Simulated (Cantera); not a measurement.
Input (Python, Cantera) and output of one run.

```python
import numpy as np
import cantera as ct

gas_names = [...]  # 114 gases of nasa_gas.yaml made of C, Fe, H, O
cond_names = """
    C(gr) C6H6(L) C7H8(L) C8H18(L),n-octa Fe(a) Fe(c) Fe(d) Fe(L) FeC5O5(L) FeO(s) FeO(L) Fe(OH)2(s)
    Fe(OH)3(s) Fe2O3(s) Fe3O4(s) H2O(s) H2O(L)
""".split()


# ... load() reads the species with a 1 bar reference pressure and builds the phases ...
atoms = {
    'Fe2O3': {'Fe': 2, 'O': 3},
    'CO': {'C': 1, 'O': 1},
    'H2': {'H': 2},
    'CH4': {'C': 1, 'H': 4},
}
top_T = {'C(gr)': 4500, 'Fe2O3(s)': 1830, 'Fe3O4(s)': 1870}  # K; cautious upper limits of use, not melting points


# ... equilibrate(T, P, feed) seeds the gas with the atoms and calls Mixture.equilibrate('TP', solver="vcs", rtol=1e-11, max_steps=5000) ...
results = []
feed = {'Fe2O3': 1, 'CO': 5.4, 'H2': 0.14, 'CH4': 4.9}  # mol
P = 1000  # Pa
for T in [1498, 1548, 1598, 1648, 1698, 1748, 1798, 1848, 1898, 1948, 1998, 2048]:
    mix = equilibrate(T, P, feed)
    results.append((T, P, feed, dict(zip(mix.species_names, mix.species_moles))))

top = {s: max(r[3][s] / sum(r[3][g] for g in gas_names) for r in results) for s in gas_names}
cols = sorted((s for s in top if top[s] > 1e-05), key=lambda s: -top[s])[:7]
seen = [c for c in cond_names if any(r[3].get(c, 0) > 1e-12 for r in results)]
print("log10 of partial pressures in bar; condensed amounts in mol")
print(f"{'T/K':>10s}" + "".join(f"{s[:9]:>10s}" for s in cols + seen))
for T, P, feed, n in results:
    ng = sum(n[g] for g in gas_names)
    print(f"{T:10.4g}" + "".join(f"{np.log10(max(n[s] / ng * P / 1e5, 1e-99)):10.3f}" for s in cols)
          + "".join(f"{n.get(c, 0):10.4g}" for c in seen))
```

Output:

```
log10 of partial pressures in bar; condensed amounts in mol
       T/K        H2        CO        Fe         H C2H2,acet     C(gr)     Fe(c)     Fe(d)     Fe(L)
      1498    -2.266    -2.339    -6.842    -5.898    -7.321       1.9         2         0         0
      1548    -2.266    -2.339    -6.395    -5.645    -7.071       1.9     1.999         0         0
      1598    -2.266    -2.339    -5.976    -5.407    -6.836     1.899     1.998         0         0
      1648    -2.267    -2.339    -5.584    -5.184    -6.616     1.899     1.995         0         0
      1698    -2.267    -2.340    -5.215    -4.973    -6.409     1.899         0     1.989         0
      1748    -2.268    -2.340    -4.869    -4.775    -6.215     1.898         0     1.975         0
      1798    -2.269    -2.341    -4.543    -4.588    -6.032     1.897         0     1.947         0
      1848    -2.271    -2.342    -4.244    -4.411    -5.860     1.895         0         0     1.895
      1898    -2.274    -2.345    -3.964    -4.244    -5.699     1.893         0         0     1.798
      1948    -2.280    -2.350    -3.699    -4.087    -5.549     1.889         0         0     1.624
      1998    -2.290    -2.357    -3.448    -3.940    -5.410     1.885         0         0     1.318
      2048    -2.305    -2.370    -3.210    -3.802    -5.284     1.879         0         0    0.7842
```

Equilibrium computed with Cantera from the NASA thermochemical tables; the gas is ideal and each condensed phase is pure. Iron dissolves carbon and melts from about 1420 K in contact with it, which pure phases cannot show. Condensed phases not in the tables: cementite and carbon dissolved in iron.
